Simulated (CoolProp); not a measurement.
Values from CoolProp's reference Helmholtz-energy equation of state, Zhou 2011.

Question: Give the vapour pressure (kPa), liquid density (kg/m³), liquid cp (kJ/(kg K)) of saturated dimethyl carbonate at 326.3, 366.5 K.

Answer: 
| T (K) | p (kPa) | liquid density (kg/m³) | liquid cp (kJ/(kg K)) |
|---|---|---|---|
| 326.3 | 26.5 | 1030 | 1.88 |
| 366.5 | 112 | 969 | 1.97 |
